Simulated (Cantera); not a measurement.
**Fe3O4 + CH4 + H2 (carbothermic reduction)**

A closed system holds: 1 mol Fe3O4, a varied amount of CH4, 0.19 mol H2, equilibrated at 0.00780 bar.

These are equilibrium values from Cantera (NASA tables, ideal gas, pure condensed phases), not measurements of a reactor. Candidate condensed phases: C, C6H6, C7H8, C8H18, Fe, Fe(CO)5, FeO, Fe(OH)2, Fe(OH)3, Fe2O3, Fe3O4, H2O; 114 gas species. Each liquid is taken as pure. Mutual solubility and eutectic melting of coexisting phases are not modelled. The tables' stoichiometric FeO is somewhat more stable than real wüstite, so its field is too wide. FeO: taken at fixed stoichiometry. The numbers say what is thermodynamically allowed, not how fast it happens.

Stable condensed phases:

```
T in °C \ n(CH4) in mol
         0.49 0.74    1  1.3  1.5  1.8    2
   2300     A    A    A    A    A    A    A
   2150     B    B    B    A    A    A    A
   2000     B    B    B    B    B    A    A
   1850     B    B    C    C    C    C    C
   1700     B    C    C    C    C    C    C
   1550     B    C    C    C    C    C    C
   1400     B    C    C    C    C    C    C
   1250     B    C    C    C    C    C    C
   1100     B    C    C    C    C    C    C
    950     B    C    C    C    C    C    C
    800     B    C    C    C    C    C    C
```

A: gas only; B: FeO; C: Fe + FeO.
